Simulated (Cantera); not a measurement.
## Adiabatic ignition

An adiabatic, constant-pressure homogeneous reactor starts with CH4 : O2 : N2 = 1 : 3.92 : 14.7 (molar parts), at 1725 K and 2.66 atm.

Cantera simulation using GRI-Mech 3.0 (53 species, 325 reactions); the numbers are that mechanism's predictions, not measurements.

```json
[
 {"t (s)": "6.00e-6", "T (K)": "1725", "x CH4": "0.0509", "x O2": "0.200", "x CH3": "4.36e-5", "x NO": "1.18e-12", "x OH": "8.13e-7", "x CH2O": "5.31e-6"},
 {"t (s)": "1.90e-5", "T (K)": "1725", "x CH4": "0.0507", "x O2": "0.200", "x CH3": "0.000210", "x NO": "9.46e-12", "x OH": "3.30e-6", "x CH2O": "8.10e-5"},
 {"t (s)": "6.00e-5", "T (K)": "1775", "x CH4": "0.0399", "x O2": "0.191", "x CH3": "0.00198", "x NO": "1.06e-9", "x OH": "0.000149", "x CH2O": "0.00242"},
 {"t (s)": "0.000190", "T (K)": "2615", "x CH4": "<1e-12", "x O2": "0.0951", "x CH3": "<1e-12", "x NO": "0.000676", "x OH": "0.0130", "x CH2O": "1.30e-11"},
 {"t (s)": "0.000600", "T (K)": "2618", "x CH4": "<1e-12", "x O2": "0.0941", "x CH3": "<1e-12", "x NO": "0.00278", "x OH": "0.0126", "x CH2O": "1.21e-11"},
 {"t (s)": "0.00190", "T (K)": "2610", "x CH4": "<1e-12", "x O2": "0.0916", "x CH3": "<1e-12", "x NO": "0.00798", "x OH": "0.0123", "x CH2O": "1.17e-11"},
 {"t (s)": "0.00600", "T (K)": "2600", "x CH4": "<1e-12", "x O2": "0.0883", "x CH3": "<1e-12", "x NO": "0.0149", "x OH": "0.0118", "x CH2O": "1.11e-11"},
 {"t (s)": "0.0190", "T (K)": "2597", "x CH4": "<1e-12", "x O2": "0.0874", "x CH3": "<1e-12", "x NO": "0.0169", "x OH": "0.0117", "x CH2O": "1.09e-11"},
 {"t (s)": "0.0600", "T (K)": "2597", "x CH4": "<1e-12", "x O2": "0.0874", "x CH3": "<1e-12", "x NO": "0.0169", "x OH": "0.0117", "x CH2O": "1.09e-11"},
 {"t (s)": "0.190", "T (K)": "2597", "x CH4": "<1e-12", "x O2": "0.0874", "x CH3": "<1e-12", "x NO": "0.0169", "x OH": "0.0117", "x CH2O": "1.09e-11"},
 {"t (s)": "0.600", "T (K)": "2597", "x CH4": "<1e-12", "x O2": "0.0874", "x CH3": "<1e-12", "x NO": "0.0169", "x OH": "0.0117", "x CH2O": "1.09e-11"}
]
```
x: mole fraction; the columns are a selection and need not sum to one.

| Quantity | Result |
|---|---|
| time of steepest temperature rise | 71.9 µs |
| temperature at 0.600 s | 2597 K |
| equilibrium temperature | 2597 K |
| x(CH4) at 0.600 s | <1e-12 (gas-phase equilibrium <1e-12) |
| x(O2) at 0.600 s | 0.0874 (gas-phase equilibrium 0.0874) |
| x(CH3) at 0.600 s | <1e-12 (gas-phase equilibrium <1e-12) |
